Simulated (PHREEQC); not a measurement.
K2CO3 is added in steps, without added water, to 1 kg of water holding 0.025 mol CuSO4 and 0.054 mol KHSO4, at 25 °C. O2 is buffered at 0.21 atm. CO2 is held at log p = -2 (atm). Only these solids could form: Cu(OH)2, Malachite, Brochantite, Antlerite, Chalcanthite.

Base run: PHREEQC, ion-association model, wateq4f.dat. Each further column changes one thing. The table gives pH.

```tsv
K2CO3 added (mol)	base	Davies equation for every ion	Debye-Hückel limiting law	all activity coefficients set to 1
0	1.70	1.72	1.71	1.71
0.028	4.34	4.35	4.62	4.35
0.052	6.43	6.44	6.25	6.61
0.08	8.41	8.41	…	8.56
0.108	8.68	8.69	…	8.84
0.132	8.81	8.83	…	8.99
0.16	8.92	8.94	…	9.11
```

### Question
Complete the blanks.

### Answer

- 0.08, Debye-Hückel limiting law: 8.26
- 0.108, Debye-Hückel limiting law: 8.49
- 0.132, Debye-Hückel limiting law: 8.58
- 0.16, Debye-Hückel limiting law: 8.64

The database's constant for dissolved Cu(OH)2 is higher than later reviews accept.
